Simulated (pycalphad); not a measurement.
An equivalent pycalphad script:

```python
from pycalphad import Database, equilibrium, calculate, variables as v
import numpy as np
db = Database('COST507.tdb')
comps = ['SN', 'SI', 'VA']
phases = ['BCT_A5', 'DIAMOND_A4', 'LIQUID']
eq = equilibrium(db, comps, phases, {v.X('SI'): 0.6195, v.T: np.arange(2350, 499, -50), v.P: 101325, v.N: 1}, output=['HM', 'SM'])
```

Computed with pycalphad from the COST 507 light-alloy database (1999), at 1 atm. These are 1990s assessments: newer ones move some temperatures and phases. Amounts are mole fractions of atoms.

Results at three of the temperatures:

```
T = 1950.00 K, P = 101325 Pa, N = 1 mol of atoms
G = -129585 J/mol, H = 84700 J/mol, S = 109.89 J/(mol K)  (SER reference)
chemical potentials (J/mol): Sn -184559, Si -95819
phase             fraction      x(Sn)      x(Si)
LIQUID              1.0000     0.3805     0.6195
```

```
T = 1900.00 K, P = 101325 Pa, N = 1 mol of atoms
G = -124108 J/mol, H = 83317 J/mol, S = 109.17 J/(mol K)  (SER reference)
chemical potentials (J/mol): Sn -178236, Si -90863
phase             fraction      x(Sn)      x(Si)
LIQUID              1.0000     0.3805     0.6195
```

```
T = 1050.00 K, P = 101325 Pa, N = 1 mol of atoms
G = -49876 J/mol, H = 22356 J/mol, S = 68.79 J/(mol K)  (SER reference)
chemical potentials (J/mol): Sn -77709, Si -32780
phase             fraction      x(Sn)      x(Si)
DIAMOND_A4          0.6174   4.29e-07     1.0000
LIQUID              0.3826     0.9945     0.0055
```

Changes of the phase set, refined by bisection:

```
T (K)          phases above         phases below
------  -------------------  -------------------
1629.2               LIQUID  DIAMOND_A4 + LIQUID
505.0   DIAMOND_A4 + LIQUID  BCT_A5 + DIAMOND_A4
```

DIAMOND_A4 is diamond (Si); BCT_A5 is bct (Sn).
